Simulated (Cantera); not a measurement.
Input (Python, Cantera) and output of one run.

```python
import numpy as np
import cantera as ct

gas_names = """
    Fe FeO Fe(OH)2 H HNO HNO2 HNO3 HO2 H2 H2O H2O2 N NH NH2 NH3 NH2OH NO NO2 NO3 N2 N2H2 N2H4 N2O O OH
    O2 O3
""".split()
cond_names = """
    Fe(a) Fe(c) Fe(d) Fe(L) FeO(s) FeO(L) Fe(OH)2(s) Fe(OH)3(s) Fe2O3(s) Fe3O4(s) H2O(s) H2O(L)
""".split()


def load(file, names, dense=False):
    # The tables refer to 1 bar. Condensed volumes are neglected.
    table = {s.name: s for s in ct.Species.list_from_file(file)}
    out = []
    for n in names:
        d = dict(table[n].input_data)
        d["thermo"] = dict(d["thermo"], **{"reference-pressure": 1e5})
        if dense:
            d["equation-of-state"] = {"model": "constant-volume", "density": "1e6 g/cm^3"}
        out.append(ct.Species.from_dict(d))
    return out


gas = ct.Solution(thermo="ideal-gas", species=load("nasa_gas.yaml", gas_names))
cond = {s.name: ct.Solution(thermo="fixed-stoichiometry", species=[s], name=s.name)
        for s in load("nasa_condensed.yaml", cond_names, dense=True)}
atoms = {
    'Fe3O4': {'Fe': 3, 'O': 4},
    'H2O': {'H': 2, 'O': 1},
    'N2': {'N': 2},
}
top_T = {'Fe2O3(s)': 1830, 'Fe3O4(s)': 1870}  # K; cautious upper limits of use, not melting points


def equilibrate(T, P, feed):
    n = {}
    for name, mol in feed.items():
        for a, k in atoms[name].items():
            n[a] = n.get(a, 0.0) + k * mol
    gas.TPX = T, P, n
    mass = sum(n.values()) * gas.mean_molecular_weight
    gas.equilibrate("TP")
    valid = [c for c in cond.values() if c.min_temp <= T <= top_T.get(c.name, c.max_temp)]
    mix = ct.Mixture([(gas, mass / gas.mean_molecular_weight)] + [(c, 0.0) for c in valid])
    mix.T, mix.P = T, P
    mix.equilibrate("TP", solver="vcs", rtol=1e-11, max_steps=5000)
    return mix


results = []
feed = {'Fe3O4': 1, 'H2O': 0.27, 'N2': 0.18}  # mol
T = 1250  # K
P = 8400  # Pa
mix = equilibrate(T, P, feed)
results.append((T, P, feed, dict(zip(mix.species_names, mix.species_moles))))
x = sorted(zip(gas.X, gas.species_names), reverse=True)
print(f"T = {T:g} K  P = {P:g} Pa  gas = {mix.phase_moles(0):.4g} mol")
print("   x: " + "  ".join(f"{s} {v:.3e}" for v, s in x if v > 1e-05))
print("   condensed (mol): " + ("  ".join(f"{mix.phase(i).name} {mix.phase_moles(i):.4g}"
      for i in range(1, mix.n_phases) if mix.phase_moles(i) > 1e-12) or "none"))
```

It prints:

```
T = 1250 K  P = 8400 Pa  gas = 0.45 mol
   x: H2O 6.000e-01  N2 4.000e-01  H2 2.254e-05  O2 1.004e-05
   condensed (mol): Fe3O4(s) 1
```

Equilibrium computed with Cantera from the NASA thermochemical tables; the gas is ideal and each condensed phase is pure.
